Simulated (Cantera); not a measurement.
A closed system holds: 1 mol SiO2, 4.4 mol CO, 1.5 mol H2, 3.5 mol C, at 2225 K and 3.20 bar.

Cantera equilibrium calculation (NASA polynomials, part measured and part estimated; ideal gas, pure solids and liquids). Candidate condensed phases: C, C6H6, C7H8, C8H18, H2O, Si, SiC, SiO2; 123 gas species. Kinetics and transport are ignored.

Base state: CO 0.798, H2 0.188, SiO 0.0118, H 0.00157, C2H2 (acetylene) 0.000552, CH4 2.83e-5, H2O 2.53e-5, CO2 2.00e-5 (mole fractions); condensed: C(graphite) + SiC(s).

Q: What changes in the equilibrium state with this change: temperature from 2225 K to 1125 K?

A: 
| species | before | after |
|---|---|---|
| CO | 0.798 | 0.644 |
| H2 | 0.188 | 0.241 |
| CO2 | 2.00e-5 | 0.0777 |
| SiO | 0.0118 | <1e-9 |
| H2O | 2.53e-5 | 0.0319 |
| H | 0.00157 | 1.22e-8 |
| C2H2 (acetylene) | 0.000552 | 5.53e-9 |
| Si | 1.69e-5 | <1e-9 |
| C(graphite), mol | 0.679 | 4.05 |
| SiC(s), mol | 0.906 | 0 |
| SiO2(β-quartz), mol | 0 | 1.00 |
